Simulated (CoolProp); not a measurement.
Vapour-liquid equilibrium of diethyl ether (1) + acetone (2) at 4.07 bar; x and y are mole fractions of (1).

The numbers come from the multi-fluid Helmholtz-energy mixture model, Thol 2014 and Lemmon 2006; pair parameters Bell 2016 in CoolProp.

```
x     bubble temperature, mixture model (°C)  bubble temperature, Raoult's law (°C)  y, mixture model  y, Raoult's law
----  --------------------------------------  -------------------------------------  ----------------  ---------------
0.05                                     ___                                  102.1             0.102            0.084
0.2                                     94.2                                   97.9             0.349            0.306
0.35                                     ___                                   94.1             0.522            0.490
0.5                                     85.4                                   90.6             0.646            0.644
0.65                                    82.9                                   87.3               ___            0.772
0.8                                     81.2                                   84.2               ___            0.881
0.95                                     ___                                   81.3             0.952            0.972
```

Complete the blanks.


- 0.05, bubble temperature, mixture model (°C): 100.9
- 0.35, bubble temperature, mixture model (°C): 89.1
- 0.65, y, mixture model: 0.745
- 0.8, y, mixture model: 0.839
- 0.95, bubble temperature, mixture model (°C): 80.4

The largest gap from Raoult's law is -5.2 K in bubble temperature, at x = 0.5. No azeotrope shows between x = 0.05 and 0.95.

Pair parameters are fitted to limited data, so mixtures are less certain than the pure fluids.
